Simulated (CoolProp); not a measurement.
The fluid at 293.15 K and 0.408 MPa is throttled through a valve to 0.15 MPa with no heat exchange. The same conditions are run with several fluids, on thermodynamics alone (safety and materials aside).

Computed with CoolProp (reference Helmholtz-energy equation of state of each fluid (ammonia: Gao 2020; R22: Kamei 1995; R143a: Lemmon and Jacobsen 2000; nitrous oxide: Lemmon 2006; oxygen: Schmidt 1985)).

```csv
fluid,temperature change (K),final density (kg/m³)
ammonia,-8.0,1.10
R22,-6.2,5.58
R143a,-5.4,5.43
nitrous oxide,-3.0,2.76
oxygen,-0.7,1.98
```
